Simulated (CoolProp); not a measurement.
Vapour-liquid equilibrium of ethane (1) + n-perfluorobutane (2) at 211.5 K; x and y are mole fractions of (1).

Model: multi-fluid Helmholtz-energy mixture model, Bücker 2006 and Gao 2022; pair parameters Bell 2016, in CoolProp.

```tsv
x	bubble pressure, mixture model (kPa)	bubble pressure, Raoult's law (kPa)	y, mixture model	y, Raoult's law
0.05	53.82	21.39	0.930	0.829
0.2	181.7	74.01	0.980	0.958
0.35	249.5	126.6	0.987	0.980
0.5	(withheld)	179.3	(withheld)	0.989
0.65	284.6	231.9	0.989	0.994
0.8	302.4	284.5	(withheld)	0.997
0.95	337.8	337.1	0.997	0.999
```

**Question.** What belongs in the gaps?

**Answer.** 
- 0.5, bubble pressure, mixture model (kPa): 273.6
- 0.5, y, mixture model: 0.988
- 0.8, y, mixture model: 0.991

The largest gap from Raoult's law is +151.6 % in bubble pressure, at x = 0.05. No azeotrope shows between x = 0.05 and 0.95.

The pair parameters rest on a limited set of measurements; away from them the model extrapolates. With so large a gap from Raoult's law the liquid may split in two, which this calculation doesn't test in full.
